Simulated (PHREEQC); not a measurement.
Consider water at 57 °C with 0.059 mol HF, 0.00086 mol NH4F and 0.073 mol H3PO4 per kg of water. Closed to the air; pH follows from the charge balance.

The numbers come from PHREEQC with the ion-association model, phreeqc.dat.

```yaml
pH: 1.77
ionic_strength: 0.0199 mol/kgw
specific_conductance: 12200 µS/cm
total_alkalinity: -132 meq/kg
```

```
species  molality  activity   log γ
-------  --------  --------  ------
HF         0.0577    0.0579   0.002
H3PO4      0.0549    0.0551   0.002
H+         0.0191    0.0169  -0.054
H2PO4-     0.0181    0.0157  -0.061
F-        0.00145   0.00125  -0.066
NH4+     0.000860  0.000735  -0.069
HF2-     0.000367  0.000316  -0.064
HPO4-2    1.21e-7   6.82e-8  -0.248
```

No solid was allowed to form. At this temperature some constants are extrapolated from 25 °C, and those without enthalpy data are left unchanged.
